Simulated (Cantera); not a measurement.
Feed: 1 mol Fe, 0.41 mol H₂O, 160 mol H₂, at 285 Torr.

Equilibrium computed with Cantera from the NASA thermochemical tables; the gas is ideal and each condensed phase is pure. Candidate condensed phases: Fe, FeO, Fe(OH)₂, Fe(OH)₃, Fe₂O₃, Fe₃O₄, H₂O; 12 gas species. Equilibrium is a limit: real reactors are often held back by kinetics, nucleation or transport. All values below are at 1350 °C.

Base state: H₂ 0.997, H₂O 0.00256, H 0.000112 (mole fractions); condensed: Fe(γ).

**Question.** What changes in the equilibrium state with this change: Fe replaced by Cu?

**Answer.** 
```
species       before     after
----------  --------  --------
H₂             0.997     0.997
H₂O          0.00256   0.00256
Cu                 0  0.000146
H           0.000112  0.000112
Fe(γ), mol     0.999         0
Cu(l), mol         0     0.977
```
Further candidate phases: Cu, CuO, Cu(OH)₂, Cu₂O.

**Question.** What changes in the equilibrium state with this change: pressure from 285 Torr to 0.143 Torr?

**Answer.** 
```tsv
species	before	after
H₂	0.997	0.986
Fe	4.40e-6	0.00618
H	0.000112	0.00498
H₂O	0.00256	0.00253
Fe(γ), mol	0.999	0
```
